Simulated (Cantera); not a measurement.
A closed system holds: 1 mol PbO, a varied amount of O2, 1.2 mol H2, equilibrated at 12.0 mbar.

Cantera equilibrium calculation (NASA polynomials, part measured and part estimated; ideal gas, pure solids and liquids). Candidate condensed phases: H2O, Pb, PbO, PbO2, Pb3O4; 12 gas species. Each liquid is taken as pure. Mutual solubility and eutectic melting of coexisting phases are not modelled. Kinetics and transport are ignored.

Task: What condenses at these points (T in K, n(O2) in mol): (1423, 2.9); (1348, 0.85); (1348, 0.56); (898, 0.85); (1423, 0.11); (973, 0.17); (1123, 0.049)?

Result: 
| T (K) | n(O2) in mol | condensed phases | Pb condensed (%) |
|---|---|---|---|
| 1423 | 2.9 | gas only | 0.0 |
| 1348 | 0.85 | PbO | 86.2 |
| 1348 | 0.56 | PbO | 80.2 |
| 898 | 0.85 | PbO | 100.0 |
| 1423 | 0.11 | gas only | 0.0 |
| 973 | 0.17 | Pb + PbO | 99.9 |
| 1123 | 0.049 | Pb | 98.1 |
